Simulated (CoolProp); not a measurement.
The fluid at 571.18 K and 0.583 MPa expands adiabatically to 0.039 MPa with isentropic efficiency 1. The same conditions are run with several fluids, on thermodynamics alone (safety and materials aside).

Computed with CoolProp (reference Helmholtz-energy equation of state of each fluid (methanol: de Reuck 1993; water: Wagner 2002; nitrogen: Span 2000; n-butane: Bücker 2006; carbonyl sulfide: Lemmon 2006)).

```tsv
fluid	work (kJ/kg)	final temperature (K)	final phase	final density (kg/m³)
methanol	331	…	gas	…
water	527	…	…	…
nitrogen	…	265.2	gas	0.496
n-butane	204	…	gas	0.554
carbonyl sulfide	170	354.6	gas	0.797
```

Q: Some entries are withheld; supply them.

A: 
- methanol, final temperature (K): 385.4
- methanol, final density (kg/m³): 0.392
- water, final temperature (K): 348.4
- water, final phase: two-phase, vapour fraction 0.955
- water, final density (kg/m³): 0.256
- nitrogen, work (kJ/kg): 321
- n-butane, final temperature (K): 492.9
